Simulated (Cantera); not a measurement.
Charge: 1 mol Si(CH3)4, 0.35 mol C2H2, 2.5 mol H2, equilibrated at 1.00 bar.

Method: chemical equilibrium by Gibbs-energy minimisation in Cantera with the NASA 1993 tables (ideal gas, pure condensed phases). Candidate condensed phases: C, C6H6, C7H8, C8H18, Si, SiC; 87 gas species. Gases not in the tables: Si2H6 and higher silanes. The numbers say what is thermodynamically allowed, not how fast it happens.

x: gas mole fraction; n: condensed amount in mol.

| T (°C) | x H2 | x H | x C2H2 (acetylene) | x CH4 | x Si | x SiH | x SiH2 | n C(graphite) | n SiC(s) |
|---|---|---|---|---|---|---|---|---|---|
| 1502 | 0.999 | 0.000289 | 0.000142 | 0.000835 | 4.71e-8 | 5.77e-8 | 5.36e-7 | 3.69 | 1.000 |
| 1577 | 0.999 | 0.000538 | 0.000261 | 0.000653 | 1.94e-7 | 1.92e-7 | 1.27e-6 | 3.69 | 1.000 |
| 1652 | 0.998 | 0.000955 | 0.000457 | 0.000520 | 7.15e-7 | 5.82e-7 | 2.80e-6 | 3.69 | 1.000 |
| 1727 | 0.997 | 0.00162 | 0.000766 | 0.000422 | 2.39e-6 | 1.62e-6 | 5.81e-6 | 3.68 | 1.000 |
| 1802 | 0.996 | 0.00266 | 0.00124 | 0.000347 | 7.30e-6 | 4.17e-6 | 1.14e-5 | 3.67 | 1.000 |
| 1877 | 0.993 | ___ | ___ | ___ | ___ | ___ | ___ | 3.66 | 1.000 |
| 1952 | 0.990 | ___ | ___ | ___ | ___ | ___ | ___ | 3.65 | 0.999 |
| 2027 | 0.986 | 0.00961 | 0.00426 | 0.000208 | 0.000134 | 4.88e-5 | 6.60e-5 | 3.62 | 0.997 |
| 2102 | 0.979 | 0.0140 | 0.00608 | 0.000178 | 0.000312 | 9.95e-5 | 0.000109 | 3.59 | 0.994 |
| 2177 | 0.970 | 0.0198 | 0.00846 | 0.000153 | 0.000689 | 0.000194 | 0.000175 | 3.55 | 0.988 |

### Question
Fill in the missing entries.

### Answer

- 1877, x H: 0.00420
- 1877, x C2H2 (acetylene): 0.00192
- 1877, x CH4: 0.000290
- 1877, x Si: 2.06e-5
- 1877, x SiH: 1.00e-5
- 1877, x SiH2: 2.14e-5
- 1952, x H: 0.00645
- 1952, x C2H2 (acetylene): 0.00290
- 1952, x CH4: 0.000244
- 1952, x Si: 5.42e-5
- 1952, x SiH: 2.28e-5
- 1952, x SiH2: 3.84e-5
